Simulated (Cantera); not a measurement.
A perfectly stirred reactor is fed with 19.2 % CH₄, 80.8 % CO₂, at 15.0 bar; it is held at 1498 K, and followed from long to short residence time.

Detailed kinetics in Cantera: GRI-Mech 3.0 (53 species, 325 reactions). The pressure lies above the range GRI-Mech 3.0 was tuned for (to about 10 atm).

**Question.** Predict: x(CH₄) at τ = 23.0 s; x(CO₂) at τ = 23.0 s; x(CH₂CO) at τ = 23.0 s; x(CH₄) at τ = 0.140 s; x(CO₂) at τ = 0.140 s; x(CH₂CO) at τ = 0.140 s.

**Answer.** 
| Item | Value |
|---|---|
| x(CH₄) at τ = 23.0 s | 0.0201 |
| x(CO₂) at τ = 23.0 s | 0.331 |
| x(CH₂CO) at τ = 23.0 s | 4.12e-6 |
| x(CH₄) at τ = 0.140 s | 0.103 |
| x(CO₂) at τ = 0.140 s | 0.660 |
| x(CH₂CO) at τ = 0.140 s | 1.53e-5 |
